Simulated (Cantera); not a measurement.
Feed: 1 mol Al(CH3)3, 12 mol N2, 5.6 mol H2, held at 2150 K and 133 Pa.

Cantera equilibrium calculation (NASA polynomials, part measured and part estimated; ideal gas, pure solids and liquids). Candidate condensed phases: Al, AlN, C, C6H6, C7H8, C8H18; 97 gas species. The feed counts by its element totals alone. Rates play no part.

Base state: N2 0.495, H2 0.379, H 0.0711, Al 0.0416, HCN 0.0111, HNC 0.000809, C2H2 (acetylene) 0.000735, AlH 0.000192 (mole fractions); condensed: C(graphite).

**Question.** What changes in the equilibrium state with this change: pressure from 133 Pa to 6500 Pa?

**Answer.** 
| species | before | after |
|---|---|---|
| N2 | 0.495 | 0.516 |
| H2 | 0.379 | 0.434 |
| Al | 0.0416 | 0.0242 |
| H | 0.0711 | 0.0109 |
| HCN | 0.0111 | 0.0121 |
| CN | 6.71e-5 | 9.81e-6 |
| AlH | 0.000192 | 0.000838 |
| C2H2 (acetylene) | 0.000735 | 0.000842 |
| HNC | 0.000809 | 0.000884 |
| C(graphite), mol | 2.68 | 2.67 |
| AlN(s), mol | 0 | 0.434 |
